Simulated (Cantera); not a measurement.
Input: 1 mol Al, a varied amount of HCl, 23 mol N2, equilibrated at 75.0 Torr.

Cantera equilibrium calculation (NASA polynomials, part measured and part estimated; ideal gas, pure solids and liquids). Candidate condensed phases: Al, AlCl3, AlN, NH4Cl; 20 gas species. The tables' values for AlCl2 are old estimates. Rates play no part.

Stable condensed phases, one row left out:

```
T in K \ n(HCl) in mol
           1 1.9 2.7 3.5 4.3 5.2   6 6.8 7.7 8.5 9.3
   2223    A   A   A   A   A   A   A   A   A   A   A
   2123    A   A   A   A   A   A   A   A   A   A   A
   2023    A   A   A   A   A   A   A   A   A   A   A
   1923    B   A   A   A   A   A   A   A   A   A   A
   1723    B   B   A   A   A   A   A   A   A   A   A
   1623    B   B   B   A   A   A   A   A   A   A   A
   1523    B   B   B   B   A   A   A   A   A   A   A
   1423    B   B   B   B   A   A   A   A   A   A   A
   1323    B   B   B   B   A   A   A   A   A   A   A
   1223    B   B   B   B   A   A   A   A   A   A   A
   1123    B   B   B   B   A   A   A   A   A   A   A
```

A: gas only; B: AlN.

### Question
Give the row for 1823 K.

### Answer
1: AlN; 1.9: gas only; 2.7: gas only; 3.5: gas only; 4.3: gas only; 5.2: gas only; 6: gas only; 6.8: gas only; 7.7: gas only; 8.5: gas only; 9.3: gas only.
